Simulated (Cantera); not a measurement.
## Ignition delay

Mixture: CH4 : O2 : N2 = 1 : 3.23 : 17.7 (molar parts), equivalence ratio 0.62, at 1.38 atm, adiabatic and at constant volume. Ignition delay is the time to a rise of 400 K.

Cantera simulation using GRI-Mech 3.0 (53 species, 325 reactions); the numbers are that mechanism's predictions, not measurements.

```csv
T0 (K),delay (ms)
1075,240
1125,110
1175,52.5
1225,25.9
1275,13.2
1325,7.01
1375,3.83
```

The apparent activation energy between 1275 and 1375 K is 180 kJ/mol.
